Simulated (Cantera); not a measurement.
Input: 1 mol CH₃SiH₃, 3.7 mol HCl, a varied amount of H₂, held at 2298.15 K and 11000 Pa.

Equilibrium computed with Cantera from the NASA thermochemical tables; the gas is ideal and each condensed phase is pure. Candidate condensed phases: C, C₆H₆, C₇H₈, C₈H₁₈, Si, SiC; 109 gas species. The feed counts by its element totals alone. Gases not in the tables: Si₂H₆ and higher silanes. Rates play no part.

Question: What share of the Si ends up in condensed phases as a function of n(H₂) (mol), at 3.2, 5, 7.9, 12, 19, 30, 47, 73, 110, 180?

Answer: 
| n(H₂) (mol) | Si condensed (%) | as |
|---|---|---|
| 3.2 | 63.2 | SiC(s) |
| 5 | 68.1 | SiC(s) |
| 7.9 | 73.3 | SiC(s) |
| 12 | 77.6 | SiC(s) |
| 19 | 80.9 | SiC(s) |
| 30 | 79.9 | SiC(s) |
| 47 | 76.8 | SiC(s) |
| 73 | 70.7 | SiC(s) |
| 110 | 60.8 | SiC(s) |
| 180 | 40.8 | SiC(s) |
